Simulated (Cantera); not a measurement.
## Thermodynamics of silicon epitaxy and polysilicon growth, feed Si₂H₆ + Cl₂ + H₂

A closed system holds: 1 mol Si₂H₆, 0.92 mol Cl₂, 590 mol H₂, held at 1823 K and 5.60 mbar.

Equilibrium computed with Cantera from the NASA thermochemical tables; the gas is ideal and each condensed phase is pure. Candidate condensed phases: Si; 19 gas species. The feed counts by its element totals alone. The tables' values for SiCl are old estimates; treat these amounts as uncertain. Gases not in the tables: Si₂H₆ and higher silanes. Kinetics and transport are ignored.

| Item | Result |
|---|---|
| x(H₂) | 0.990 |
| x(H) | 0.00576 |
| x(HCl) | 0.00301 |
| x(Si) | 0.000789 |
| x(SiH) | 6.28e-5 |
| x(SiH₂) | 3.48e-5 |
| x(SiCl₂) | 2.73e-5 |
| x(SiCl) | 1.35e-5 |
| x(Cl) | 1.33e-5 |
| n(Si(l)) | 1.44 mol |
| gas amount | 596.1 mol |
